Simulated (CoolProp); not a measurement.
Vapour-liquid equilibrium of acetone (1) + p-xylene (2) at 130.15 °C; x and y are mole fractions of (1).

Model: multi-fluid Helmholtz-energy mixture model, Lemmon 2006 and Zhou 2012; pair parameters Bell 2016, in CoolProp.

```json
[
 {"x": "0.05", "bubble pressure (bar)": "1.346", "y at the bubble point": "0.411", "dew pressure at overall composition x (bar)": "0.8516", "liquid density (mol/L)": "7.303"},
 {"x": "0.15", "bubble pressure (bar)": "2.259", "y at the bubble point": "0.668", "dew pressure at overall composition x (bar)": "0.9485", "liquid density (mol/L)": "7.584"},
 {"x": "0.25", "bubble pressure (bar)": "3.018", "y at the bubble point": "0.767", "dew pressure at overall composition x (bar)": "1.070", "liquid density (mol/L)": "7.887"},
 {"x": "0.35", "bubble pressure (bar)": "3.674", "y at the bubble point": "0.823", "dew pressure at overall composition x (bar)": "1.226", "liquid density (mol/L)": "8.212"},
 {"x": "0.45", "bubble pressure (bar)": "4.270", "y at the bubble point": "0.861", "dew pressure at overall composition x (bar)": "1.434", "liquid density (mol/L)": "8.565"},
 {"x": "0.55", "bubble pressure (bar)": "4.835", "y at the bubble point": "0.891", "dew pressure at overall composition x (bar)": "1.724", "liquid density (mol/L)": "8.948"},
 {"x": "0.65", "bubble pressure (bar)": "5.396", "y at the bubble point": "0.917", "dew pressure at overall composition x (bar)": "2.156", "liquid density (mol/L)": "9.366"},
 {"x": "0.75", "bubble pressure (bar)": "5.972", "y at the bubble point": "0.941", "dew pressure at overall composition x (bar)": "2.852", "liquid density (mol/L)": "9.826"},
 {"x": "0.85", "bubble pressure (bar)": "6.581", "y at the bubble point": "0.964", "dew pressure at overall composition x (bar)": "4.081", "liquid density (mol/L)": "10.33"},
 {"x": "0.95", "bubble pressure (bar)": "7.236", "y at the bubble point": "0.988", "dew pressure at overall composition x (bar)": "6.205", "liquid density (mol/L)": "10.90"}
]
```

No azeotrope shows between x = 0.05 and 0.95.

Pair parameters are fitted to limited data, so mixtures are less certain than the pure fluids.
